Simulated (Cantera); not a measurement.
Premixed flame

A freely propagating, adiabatic, planar premixed flame of 12.8 % CH4, 18.3 % O2, 68.8 % N2, unburnt at 625 K and 0.987 atm; mixture-averaged transport, grid criteria slope 0.08 and curve 0.16, no radiation.

Computed with Cantera and GRI-Mech 3.0 (53 species, 325 reactions). Burning velocities carry a grid error of a few per cent, more on coarse grids.

```
z (mm)  T (K)  u (m/s)     x CH4      x O2    x C2H2      x NO    x CH2    x N2O
------  -----  -------  --------  --------  --------  --------  -------  -------
-1.39     626    0.832     0.128     0.183   5.80e-8     <1e-8    <1e-8    <1e-8
-0.926    630    0.843     0.126     0.181   7.73e-7   2.33e-8    <1e-8    <1e-8
-0.695    648    0.872     0.124     0.179   4.64e-6   1.17e-7    <1e-8    <1e-8
-0.463    748     1.02     0.115     0.170   4.09e-5   8.74e-7    <1e-8    <1e-8
-0.232   1173     1.64    0.0786     0.130  0.000349   6.39e-6  1.66e-7    <1e-8
-0.116   1551     2.20    0.0440    0.0860  0.000880   1.35e-5  7.82e-6  1.68e-8
0        1893     2.71    0.0132    0.0392   0.00165   2.57e-5  7.15e-5  2.48e-8
0.116    2066     2.97   0.00215    0.0128   0.00115   4.52e-5  7.79e-5  2.35e-8
0.232    2120     3.05  0.000313   0.00384  0.000405   6.71e-5  2.55e-5  2.01e-8
0.463    2144     3.07   1.10e-5  0.000582   3.90e-5   9.75e-5  1.48e-6  1.50e-8
0.926    2157     3.09   1.24e-7  0.000237   8.34e-7  0.000121  1.98e-8  1.05e-8
1.85     2171     3.10     <1e-8  0.000155     <1e-8  0.000132    <1e-8    <1e-8
3.70     2187     3.12     <1e-8   8.39e-5     <1e-8  0.000135    <1e-8    <1e-8
```
x: mole fraction of selected species; z is measured from the peak of heat release.

The laminar burning velocity is 82.8 cm/s and the thermal thickness comes out as 0.463 mm. The peak x(C2H2) is 0.00167, the peak x(CH2) is 9.32e-5 and the grid points is 137.
